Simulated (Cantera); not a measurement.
A freely propagating, adiabatic, planar premixed flame of 36.9 % H2, 13.2 % O2, 49.5 % N2, 0.406 % H2O, unburnt at 600 K and 2.50 bar; mixture-averaged transport, grid criteria slope 0.08 and curve 0.16, no radiation.

Model: the H2/O2 subset of GRI-Mech 3.0, which has no nitrogen chemistry, integrated in Cantera. The hydrogen kinetics of GRI-Mech 3.0 are dated; newer H2 mechanisms differ, most at raised pressure. Burning velocities carry a grid error of a few per cent, more on coarse grids.

x: mole fraction of selected species; z is measured from the peak of heat release.

```tsv
z (mm)	T (K)	u (m/s)	x H2	x O2	x HO2	x H	x H2O2	x H2O
-0.414	600	9.18	0.369	0.132	<1e-8	<1e-8	<1e-8	0.00406
-0.276	600	9.18	0.369	0.132	<1e-8	<1e-8	<1e-8	0.00406
-0.207	600	9.18	0.369	0.132	1.05e-8	<1e-8	<1e-8	0.00406
-0.138	600	9.18	0.369	0.132	6.95e-7	1.43e-8	<1e-8	0.00406
-0.0691	621	9.43	0.364	0.132	0.000347	0.000123	5.12e-6	0.00485
-0.0345	863	12.8	0.329	0.126	0.000410	0.00596	3.18e-5	0.0257
0	1323	18.9	0.230	0.0882	0.000175	0.0368	8.86e-6	0.110
0.0345	1649	23.3	0.139	0.0333	6.12e-5	0.0651	3.16e-6	0.212
0.0691	1805	25.3	0.111	0.0130	2.27e-5	0.0683	1.90e-6	0.249
0.138	1959	27.2	0.107	0.00624	1.01e-5	0.0579	1.06e-6	0.265
0.276	2110	29.0	0.110	0.00406	6.02e-6	0.0437	5.91e-7	0.274
0.552	2246	30.5	0.113	[?]	[?]	[?]	[?]	0.283
1.10	2355	31.7	0.114	[?]	[?]	[?]	[?]	0.292
```

Question: Some entries are withheld; supply them.

Answer: 
- 0.552, x O2: 0.00239
- 0.552, x HO2: 3.38e-6
- 0.552, x H: 0.0307
- 0.552, x H2O2: 3.50e-7
- 1.10, x O2: 0.00121
- 1.10, x HO2: 1.69e-6
- 1.10, x H: 0.0204
- 1.10, x H2O2: 2.15e-7
